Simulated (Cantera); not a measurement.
Feed: 1 mol FeS2, 2.5 mol SO3, 0.12 mol O2, at 10.0 mbar.

These are equilibrium values from Cantera (NASA tables, ideal gas, pure condensed phases), not measurements of a reactor. Candidate condensed phases: Fe, FeO, FeS, FeSO4, FeS2, Fe2O3, Fe2(SO4)3, Fe3O4, S; 12 gas species. The tables' stoichiometric FeO is somewhat more stable than real wüstite, so its field is too wide. FeO: taken at fixed stoichiometry. The numbers say what is thermodynamically allowed, not how fast it happens.

Task: At 1100 °C, list the 5 most abundant gas species with their mole fractions, and the condensed phases.

Result: SO2 0.851, S2 0.139, SO 0.00623, S2O 0.00342, S 3.04e-5. Condensed: FeO(s).
